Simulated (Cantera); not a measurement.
Diamond growth

A diamond (100) surface in a fixed gas of H2 with x(CH4) = 0.013, x(H) = 0.047, x(CH3) = 0.00053, at 1398 K; coverages are run to steady state.

Model: the Harris–Goodwin 1993 mechanism for the reconstructed diamond (100) surface, integrated in Cantera.

```csv
P (Pa),growth (µm/h),θ c6HH,θ c6H*,θ c6*H,θ c6**,θ c6HM
1000,1.40,0.326,0.0598,0.548,0.0665,4.27e-5
1400,2.14,0.326,0.0598,0.548,0.0665,6.00e-5
2100,3.59,0.326,0.0599,0.547,0.0665,8.94e-5
3000,5.73,0.326,0.0599,0.547,0.0665,0.000126
4300,9.33,0.326,0.0600,0.547,0.0666,0.000176
6100,15.2,0.326,0.0602,0.547,0.0666,0.000239
8800,25.6,0.326,0.0604,0.546,0.0667,0.000325
13000,45.2,0.325,0.0608,0.546,0.0668,0.000441
```
θ: site fractions in the mechanism's names (c6HH fully hydrogenated, c6H* and c6*H radical sites, c6** diradical, c6HM methylated).
